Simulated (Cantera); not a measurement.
An isothermal, constant-pressure homogeneous reactor starts with C2H6 : N2 = 1 : 1.1 (molar parts), at 1950 K and 1.00 bar.

Cantera simulation using GRI-Mech 3.0 (53 species, 325 reactions); the numbers are that mechanism's predictions, not measurements. GRI-Mech 3.0 stops at C3 and has no aromatics, soot or wall deposition, so with more carbon than oxygen in the feed, carbon stays in small species such as C2H2 where larger ones or solid carbon would form.

x: mole fraction; the columns are a selection and need not sum to one.

```tsv
t (s)	x C2H6	x HCN	x CH2	x C2H	x C2H4	x C2H2
1.00e-6	0.311	2.42e-7	___	2.14e-7	0.0409	0.000689
7.50e-6	0.0154	1.42e-6	___	1.11e-5	0.129	0.0871
5.62e-5	0.000275	1.55e-6	___	4.58e-6	0.0286	0.188
0.000422	0.000110	1.71e-6	___	5.31e-6	0.00239	0.220
0.00316	9.23e-6	2.59e-6	___	5.99e-6	0.00110	0.237
0.0237	4.58e-7	4.30e-6	___	6.29e-6	0.00104	0.242
0.178	3.16e-7	1.09e-5	2.35e-7	6.31e-6	0.00104	0.242
1.33	3.16e-7	7.74e-5	2.35e-7	6.31e-6	0.00104	0.242
10.0	3.16e-7	0.000622	2.35e-7	6.30e-6	0.00104	0.242
```

Question: What belongs in the gaps?

Answer: 
- 1.00e-6, x CH2: 0.000167
- 7.50e-6, x CH2: 6.97e-5
- 5.62e-5, x CH2: 5.01e-6
- 0.000422, x CH2: 3.57e-6
- 0.00316, x CH2: 1.33e-6
- 0.0237, x CH2: 3.01e-7
